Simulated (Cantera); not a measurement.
A Cantera script and its output.

```python
import numpy as np
import cantera as ct

gas = ct.Solution("gri30.yaml")
gas.TPX = 650, 180000, {'CH3OH': 1, 'O2': 2.83, 'N2': 10.6}
inlet = ct.Reservoir(gas, clone=True)
gas.equilibrate("HP")  # start burning
reactor = ct.IdealGasConstPressureReactor(gas, energy="on", clone=False)
exhaust = ct.Reservoir(gas, clone=True)
tau = [0.02, 0.011, 0.0058, 0.0031, 0.0016, 0.00087, 0.00047, 0.00025, 0.00013, 7e-05][0]
for a, b in ((inlet, reactor), (reactor, exhaust)):
    ct.MassFlowController(a, b, mdot=lambda t: reactor.mass / tau)
net = ct.ReactorNet([reactor])
show = ['CH3OH', 'O2', 'C2H6', 'HCN', 'NO', 'NO2', 'CH2']

rows = []
print(f"{'tau/s':>10s}{'T/K':>9s}" + "".join(f"{s:>11s}" for s in show))
for tau in [0.02, 0.011, 0.0058, 0.0031, 0.0016, 0.00087, 0.00047, 0.00025, 0.00013, 7e-05]:
    net.initial_time = 0.0
    net.advance(30 * tau)
    before = gas.X
    net.advance(40 * tau)
    drift = np.max(np.abs(gas.X - before) / (gas.X + 1e-9))
    rows.append([gas.T, *gas[show].X, drift])
    print(f"{tau:10.3e}{gas.T:9.1f}" + "".join(f"{x:11.3e}" for x in gas[show].X))
```

Result:

```
     tau/s      T/K      CH3OH         O2       C2H6        HCN         NO        NO2        CH2
 2.000e-02   1860.8  6.586e-06  8.889e-02  1.162e-13  2.154e-10  1.969e-05  5.339e-08  2.637e-09
 1.100e-02   1856.0  9.874e-06  8.895e-02  1.911e-13  2.441e-10  1.651e-05  4.580e-08  4.045e-09
 5.800e-03   1848.8  1.512e-05  8.908e-02  3.722e-13  3.068e-10  1.356e-05  3.743e-08  6.697e-09
 3.100e-03   1838.8  2.292e-05  8.931e-02  8.555e-13  4.333e-10  1.089e-05  2.917e-08  1.179e-08
 1.600e-03   1823.9  3.583e-05  8.974e-02  2.505e-12  7.189e-10  8.311e-06  2.131e-08  2.332e-08
 8.700e-04   1804.7  5.515e-05  9.044e-02  7.855e-12  1.277e-09  6.235e-06  1.549e-08  4.637e-08
 4.700e-04   1777.7  8.888e-05  9.165e-02  2.862e-11  2.409e-09  4.420e-06  1.109e-08  9.486e-08
 2.500e-04   1737.3  1.598e-04  9.396e-02  1.308e-10  4.521e-09  2.700e-06  7.727e-09  1.928e-07
 1.300e-04    650.0  6.930e-02  1.961e-01 -6.275e-23 -6.521e-23 -1.514e-21 -1.310e-20  1.174e-24
 7.000e-05    650.0  6.930e-02  1.961e-01 -2.756e-26 -2.865e-26 -6.650e-25 -5.756e-24  1.173e-24
```

Detailed kinetics in Cantera: GRI-Mech 3.0 (53 species, 325 reactions). GRI-Mech 3.0 was tuned for natural gas; its chemistry of methanol as a main component is partial and can be far from experiment.
